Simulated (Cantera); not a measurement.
Input: 1 mol Si, 0.35 mol O₂, 4.8 mol H₂, held at 1.00 bar.

Equilibrium computed with Cantera from the NASA thermochemical tables; the gas is ideal and each condensed phase is pure. Candidate condensed phases: H₂O, Si, SiO₂; 18 gas species. Each liquid is taken as pure. Mutual solubility and eutectic melting of coexisting phases are not modelled. The tables hold silica as quartz up to 1696 K and as liquid above; real silica turns to tridymite and cristobalite and melts near 1996 K. Gases not in the tables: Si₂H₆ and higher silanes. Kinetics and transport are ignored.

Which condensed phases are stable at each of these points (T (K)): 1525, 1575, 1625, 1675, 1725, 1775, 1825, 1875, 1925, 1975, 2025?


```csv
T (K),condensed phases,Si condensed (%)
1525,Si(s) + SiO₂(β-quartz),99.6
1575,Si(s) + SiO₂(β-quartz),99.1
1625,Si(s) + SiO₂(β-quartz),98.0
1675,Si(s) + SiO₂(β-quartz),95.7
1725,Si(l) + SiO₂(condensed),91.6
1775,Si(l) + SiO₂(condensed),84.3
1825,Si(l) + SiO₂(condensed),71.6
1875,Si(l) + SiO₂(condensed),49.3
1925,Si(l),30.0
1975,Si(l),30.0
2025,Si(l),29.9
```

From 1525 K to 1675 K the condensed part is Si(s) + SiO₂(β-quartz). From 1725 K to 1875 K the condensed part is Si(l) + SiO₂(condensed). From 1925 K to 2025 K the condensed part is Si(l).
